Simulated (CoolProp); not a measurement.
c-C4F8 (RC318) at 243 K and 0.0146 MPa is compressed adiabatically to 0.0466 MPa with isentropic efficiency 0.6. Each further row changes one setting.

The numbers come from the reference Helmholtz-energy equation of state, Platzer 1990 in CoolProp. This equation is an older, rougher fit.

```tsv
case	work (kJ/kg)	final temperature (K)	final density (kg/m³)
as stated	20.0	271.6	4.21
efficiency 1	12.0	260.7	___
efficiency 0.65	___	___	4.24
```

Q: What belongs in the gaps?

A: 
- efficiency 1, final density (kg/m³): 4.39
- efficiency 0.65, work (kJ/kg): 18.4
- efficiency 0.65, final temperature (K): 269.5
